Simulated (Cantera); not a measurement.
Charge: 1 mol KCl, 1.9 mol H₂, 30 mol N₂, equilibrated at 6.60 Pa.

Cantera equilibrium calculation (NASA polynomials, part measured and part estimated; ideal gas, pure solids and liquids). Candidate condensed phases: K, KCl, NH₄Cl; 17 gas species. Rates play no part.

Task: At 1523 K, list the 4 most abundant gas species with their mole fractions, and the condensed phases.

Result: N₂ 0.910, H₂ 0.0560, KCl 0.0277, K 0.00261. Condensed: gas only.
